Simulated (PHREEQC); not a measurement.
Make-up at 10 °C: 0.0011 mol H2SO4, 0.036 mol Li2SO4 and 0.3 mol MnSO4 per kg of water. Closed to the air; pH follows from the charge balance.

All values are PHREEQC results (ion-association model, wateq4f.dat), not measurements.

Precipitation was switched off in this run.

Task: Predict the pH, ionic strength, activity of water.

Result: pH 3.36; ionic strength 0.731 mol/kgw; activity of water 0.990.

Task: In which forms is Mn present?

Result: Mn+2 53 %, MnSO4 46 % of the Mn.

Ionic strength above about 0.7 mol/kgw puts this run outside the model's range. Constants without temperature data keep their 25 °C values here.
